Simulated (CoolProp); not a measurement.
Vapour-liquid equilibrium of C2F6 (R116) (1) + R143a (2) at 0.0615 MPa; x and y are mole fractions of (1).

Values from CoolProp's multi-fluid Helmholtz-energy mixture model, Lemmon 2006 and Lemmon and Jacobsen 2000; pair parameters Bell 2016.

| x | bubble temperature (K) | y at the bubble point | dew temperature at overall composition x (K) | liquid density (mol/L) |
|---|---|---|---|---|
| 0.05 | 206.2 | 0.435 | 215.0 | 14.29 |
| 0.15 | 196.2 | ? | 213.0 | 14.19 |
| 0.25 | 191.8 | 0.805 | 210.9 | 13.93 |
| 0.35 | 189.7 | 0.841 | 208.5 | 13.62 |
| 0.45 | 188.7 | 0.859 | 205.8 | 13.31 |
| 0.55 | 188.1 | 0.870 | 202.8 | 13.00 |
| 0.65 | 187.7 | ? | 199.2 | 12.71 |
| 0.75 | 187.3 | 0.893 | ? | 12.44 |
| 0.85 | 186.8 | 0.917 | 189.2 | ? |
| 0.95 | 186.4 | ? | 186.5 | 12.00 |

Q: What belongs in the gaps?

A: 
- 0.15, y at the bubble point: 0.720
- 0.65, y at the bubble point: 0.880
- 0.75, dew temperature at overall composition x (K): 194.7
- 0.85, liquid density (mol/L): 12.21
- 0.95, y at the bubble point: 0.962

No azeotrope shows between x = 0.05 and 0.95.

Pair parameters are fitted to limited data, so mixtures are less certain than the pure fluids. With so large a gap from Raoult's law the liquid may split in two, which this calculation doesn't test in full.
